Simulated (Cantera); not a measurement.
Mixture: CH4 : O2 : N2 = 1 : 3.03 : 19.7 (molar parts), equivalence ratio 0.66, at 1.01 bar, adiabatic and at constant volume. Ignition delay is the time to a rise of 400 K.

Model: GRI-Mech 3.0 (53 species, 325 reactions), integrated in Cantera.

### Question
What does this change do: N2 19.7 to 13 parts?

### Answer
```json
[
 {"quantity": "delay at 1073 K", "before": "0.419 s", "after": "0.280 s"},
 {"quantity": "delay at 1223 K", "before": "43.0 ms", "after": "28.6 ms"},
 {"quantity": "delay at 1373 K", "before": "6.09 ms", "after": "4.14 ms"},
 {"quantity": "delay at 1523 K", "before": "1.20 ms", "after": "0.858 ms"},
 {"quantity": "delay at 1673 K", "before": "0.340 ms", "after": "0.254 ms"},
 {"quantity": "apparent activation energy between 1598 and 1748 K", "before": "170 kJ/mol", "after": "170 kJ/mol"}
]
```
